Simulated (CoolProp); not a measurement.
Aqueous ammonia as a coolant, at -2 °C, 1 atm.

The numbers come from the Melinder's fits for secondary coolants in CoolProp.

```csv
mass %,freezing point (°C),viscosity (mPa s),Prandtl number,conductivity (W/(m K)),cp (kJ/(kg K))
5.4,-6.6,2.09,17.0,0.519,4.217
8.8,-11.6,2.11,17.8,0.500,4.220
12.2,-17.5,2.18,19.2,0.481,4.224
15.6,-24.6,2.29,21.0,0.462,4.228
18.9,-33.2,2.38,22.6,0.446,4.232
22.3,-44.3,2.41,23.6,0.432,4.237
25.7,-58.8,2.38,23.9,0.421,4.244
29.1,-78.0,2.40,24.8,0.411,4.253
```
